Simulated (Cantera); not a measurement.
A perfectly stirred reactor is fed with CO : H₂ : CH₄ : O₂ : N₂ : H₂O = 1 : 0.14 : 0.17 : 1.02 : 3.84 : 0.99 (molar parts), equivalence ratio 0.89, at 1.00 bar; it is adiabatic with a 600 K inlet, and is followed from long to short residence time, starting on the burning branch (τ in s: 0.2, 0.099, 0.048, 0.023, 0.011, 0.0055, 0.0027, 0.0013, 0.00063, 0.00031, 0.00015, 7.2e-05).

Model: GRI-Mech 3.0 (53 species, 325 reactions), integrated in Cantera.

What does this change do: N2 3.84 to 5.7 parts?


```
quantity                                                                          before                                 after
------------------------------------------------  --------------------------------------  ------------------------------------
blow-out, bracketed by the residence times tried  burning at 72.0 µs, the shortest tried  burning at 0.310 ms, out at 0.150 ms
x(CO) at τ = 0.200 s                                                             0.00825                               0.00277
x(H₂) at τ = 0.200 s                                                             0.00201                              0.000762
x(CH₄) at τ = 0.200 s                                                            4.86e-7                               1.21e-6
x(C₂H₄) at τ = 0.200 s                                                          3.55e-12                              4.28e-11
x(OH) at τ = 0.200 s                                                             0.00431                               0.00171
x(CO) at τ = 2.70 ms                                                              0.0238                                0.0169
x(H₂) at τ = 2.70 ms                                                             0.00631                               0.00494
x(CH₄) at τ = 2.70 ms                                                            1.48e-5                               2.29e-5
x(C₂H₄) at τ = 2.70 ms                                                           1.10e-9                               2.54e-9
x(OH) at τ = 2.70 ms                                                             0.00767                               0.00437
```

What does this change do: inlet temperature 600 to 800 K?


```
quantity                                                                          before                                   after
------------------------------------------------  --------------------------------------  --------------------------------------
blow-out, bracketed by the residence times tried  burning at 72.0 µs, the shortest tried  burning at 72.0 µs, the shortest tried
x(CO) at τ = 0.200 s                                                             0.00825                                  0.0137
x(H₂) at τ = 0.200 s                                                             0.00201                                 0.00323
x(CH₄) at τ = 0.200 s                                                            4.86e-7                                 2.83e-7
x(C₂H₄) at τ = 0.200 s                                                          3.55e-12                                  <1e-12
x(OH) at τ = 0.200 s                                                             0.00431                                 0.00628
x(CO) at τ = 2.70 ms                                                              0.0238                                  0.0270
x(H₂) at τ = 2.70 ms                                                             0.00631                                 0.00685
x(CH₄) at τ = 2.70 ms                                                            1.48e-5                                 1.12e-5
x(C₂H₄) at τ = 2.70 ms                                                           1.10e-9                                6.31e-10
x(OH) at τ = 2.70 ms                                                             0.00767                                 0.00935
```
